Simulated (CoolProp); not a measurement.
Computed with CoolProp (reference Helmholtz-energy equation of state, de Reuck 1993).

Q: Give the vapour pressure (MPa), enthalpy of vaporisation (kJ/kg), surface tension (mN/m), liquid viscosity (µPa s) of saturated methanol at 269.8, 393.3, 405.7 K.

A: 
```csv
T (K),p (MPa),enthalpy of vaporisation (kJ/kg),surface tension (mN/m),liquid viscosity (µPa s)
269.8,0.00327,1210,24.6,853
393.3,0.644,966,13.6,183
405.7,0.900,925,12.3,162
```

Viscosity comes from a separate model (Xiang 2006). Surface tension comes from a separate correlation (Mulero 2012).
